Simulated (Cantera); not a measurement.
# Thermodynamics of carbothermic reduction, feed PbO + CH4 + CO

Charge: 1 mol PbO, 1.1 mol CH4, 2.3 mol CO.

Method: chemical equilibrium by Gibbs-energy minimisation in Cantera with the NASA 1993 tables (ideal gas, pure condensed phases). Candidate condensed phases: C, C6H6, C7H8, C8H18, H2O, Pb, PbO, PbO2, Pb3O4; 113 gas species. Rates play no part.

Stable condensed phases:

```
T in °C \ P in Pa
              10      42     180     750    3200   13000   56000  240000 1000000
   2252        A       B       B       B       B       B       B       B       B
   2177        B       B       B       B       B       B       B       B       B
   2102        B       B       B       B       B       B       B       B       B
   2027        B       B       B       B       B       B       B       B       B
   1952        B       B       B       B       B       B       B       B       B
   1877        B       B       B       B       B       B       B       B       B
   1802        B       B       B       B       B       B       B       B       C
   1727        B       B       B       B       B       B       B       B       C
   1652        B       B       B       B       B       B       B       B       C
   1577        B       B       B       B       B       B       B       B       C
   1502        B       B       B       B       B       B       B       C       C
   1427        B       B       B       B       B       B       B       C       C
   1352        B       B       B       B       B       B       C       C       C
   1277        B       B       B       B       B       B       C       C       C
```

A: gas only; B: C; C: C + Pb.
